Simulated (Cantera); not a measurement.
Source: NASA polynomial tables (part measured, part estimated), evaluated in Cantera. Values are per mole of reaction as written; species without (g) are pure solids or liquids, kept so even where they would boil at 1 bar. TiC: taken at fixed stoichiometry.

### Question
Between 450 and 540 K, where is each reaction favourable under standard conditions?
- TiC + TiCl₄(g) = 2 Ti + CCl₄(g)
- 3 TiCl₄ + TiC = C + 4 TiCl₃
- 8 TiCl₃ + CCl₄(g) = TiC + 7 TiCl₄

### Answer
- TiC + TiCl₄(g) = 2 Ti + CCl₄(g): ΔG° is 855 kJ at 450 K and 855 kJ at 540 K; it stays positive (K < 1). ΔH° is 852 kJ and ΔS° -5 J/K at 540 K.
- 3 TiCl₄ + TiC = C + 4 TiCl₃: ΔG° is -190 kJ at 450 K and -168 kJ at 540 K; it stays negative (K > 1). ΔH° is -308 kJ and ΔS° -259 J/K at 540 K.
- 8 TiCl₃ + CCl₄(g) = TiC + 7 TiCl₄: ΔG° is -113 kJ at 450 K and -154 kJ at 540 K; it stays negative (K > 1). ΔH° is 100 kJ and ΔS° 470 J/K at 540 K.
